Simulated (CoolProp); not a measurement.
Sulfur hexafluoride along the isotherm -44.55 °C: Z from the reference equation and from simpler models built on Tc = 45.6 °C, pc = 3.755 MPa, ω = 0.210; each cubic takes its own stable root.

Model: reference Helmholtz-energy equation of state, Guder 2009, in CoolProp.

```
p (MPa)   phase  reference
-------  ------  ---------
0.117       gas     0.9685
0.235       gas     0.9341
0.352    liquid    0.01486
0.469    liquid    0.01979
0.587    liquid    0.02476
0.704    liquid    0.02969
0.821    liquid    0.03461
0.939    liquid    0.03957
1.06     liquid    0.04465
1.17     liquid    0.04927
1.29     liquid    0.05430
1.41     liquid    0.05933
1.53     liquid    0.06435
1.64     liquid    0.06896
1.76     liquid    0.07398
1.88     liquid    0.07899
```

Problem. How far does each simpler model (van der Waals, Soave-Redlich-Kwong, Peng-Robinson) lie from the reference over these 16 states: mean and median of the absolute difference, and the worst?

Solution. 
- van der Waals: mean 1237.5 %, median 56.1 %, worst +6196.1 % at -44.55 °C and 0.352 MPa
- Soave-Redlich-Kwong: mean 4.0 %, median 4.5 %, worst +4.8 % at -44.55 °C and 0.352 MPa
- Peng-Robinson: mean 6.7 %, median 7.6 %, worst -7.8 % at -44.55 °C and 1.88 MPa

At some of these states van der Waals gives the other phase, because its saturation line lies elsewhere.
